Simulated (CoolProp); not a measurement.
Properties of CH3F (R41) at several states (Tc = 317.3 K, pc = 5.906 MPa, ω = 0.200).

Computed with CoolProp (reference Helmholtz-energy equation of state, Lemmon 2006). It is a short technical equation, of lower accuracy than the large ones.

| T (K) | p (MPa) | phase | density (kg/m³) | Joule-Thomson coefficient (K/MPa) | isothermal compressibility (1/MPa) | expansivity (1/kK) | fugacity coefficient |
|---|---|---|---|---|---|---|---|
| 146.3 | 2.77 | liquid | ___ | ___ | ___ | ___ | 0.0009765 |
| 406.9 | 12.4 | supercritical | ___ | 4.779 | 0.1118 | 7.941 | 0.7008 |
| 401.7 | 1.85 | gas | ___ | 7.607 | 0.5729 | 3.022 | 0.9452 |

### Question
Complete the blanks.

### Answer

- 146.3, density (kg/m³): 978.0
- 146.3, Joule-Thomson coefficient (K/MPa): -0.3571
- 146.3, isothermal compressibility (1/MPa): 0.0008098
- 146.3, expansivity (1/kK): 1.874
- 406.9, density (kg/m³): 188.2
- 401.7, density (kg/m³): 19.98
